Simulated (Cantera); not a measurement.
Feed: 1 mol SiH4, 0.77 mol NH3, 1.5 mol H2, 29 mol N2, at 1398 K and 0.100 bar.

Equilibrium computed with Cantera from the NASA thermochemical tables; the gas is ideal and each condensed phase is pure. Candidate condensed phases: Si, Si3N4; 18 gas species. Kinetics and transport are ignored.

Base state: N2 0.861, H2 0.139 (mole fractions); condensed: Si3N4(s).

Task: What changes in the equilibrium state with this change: SiH4 replaced by SiHCl3?

Result: 
```
species        before     after
-------------  ------  --------
N2              0.861     0.862
HCl                 0    0.0838
H2              0.139    0.0526
SiCl4               0  0.000909
SiCl2               0  0.000626
SiCl3               0  0.000365
SiHCl3              0   4.01e-5
Si3N4(s), mol   0.333     0.312
```
The tables' values for SiCl3 are old estimates; treat these amounts as uncertain. Further candidate phases: NH4Cl.
